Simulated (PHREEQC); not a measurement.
0.024 g of hydrous ferric oxide (600 m²/g; 0.2 weak and 0.005 strong sites per Fe, Dzombak-Morel constants, diffuse double layer) in 1 kg of water with 0.005 mol/kgw of an inert sodium salt and 3.9e-07 mol/kgw Na2SeO3, at 25 °C; the pH is set by adding NaOH or the inert anion's acid. The system is closed to oxygen. No CO2 enters from the air. No solid was allowed to form.

The series has 13 steps of pH, from 4 to 12.

Equilibrium calculation in PHREEQC: ion-association model, wateq4f.dat.

Q: Near which pH is half of the Se sorbed, and on which side is more sorbed?

A: Near pH 8.3, with more sorbed at lower pH.

Complexes and solids missing from the database can't appear. The database's selenite sorption wasn't checked against measurements; a fall in acid may be a fault of its surface constants.
